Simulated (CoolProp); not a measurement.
Values from CoolProp's reference Helmholtz-energy equation of state, Span 2000.

Problem. Give the vapour pressure (MPa), liquid density (kg/m³), vapour density (kg/m³), liquid cp (kJ/(kg K)) of saturated nitrogen at 93.2, 113, 119.6 K.

Solution. 
```csv
T (K),p (MPa),liquid density (kg/m³),vapour density (kg/m³),liquid cp (kJ/(kg K))
93.2,0.470,728,19.4,2.18
113,1.74,597,76.3,3.00
119.6,2.46,529,121,4.34
```
